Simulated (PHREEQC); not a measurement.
A solution holds 1.2 mmol/kgw HCl, 0.54 mmol/kgw LiCl and 12 mmol/kgw Fe2(SO4)3, at 22 °C. Closed to the air; pH follows from the charge balance.

All values are PHREEQC results (ion-association model, phreeqc.dat), not measurements.

Problem. The ionic strength comes out as 0.0486 mol/kgw. What activity coefficients do FeHSO4+2, Cl-, Fe(SO4)2-, Fe2(OH)2+4, Li+ get?

Solution. FeHSO4+2 0.46, Cl- 0.82, Fe(SO4)2- 0.82, Fe2(OH)2+4 0.045, Li+ 0.84.

No solid was allowed to form. Saturation is exceeded, for instance for Hematite (slow to form), Goethite (slow to form); the values hold only as long as no solid forms.
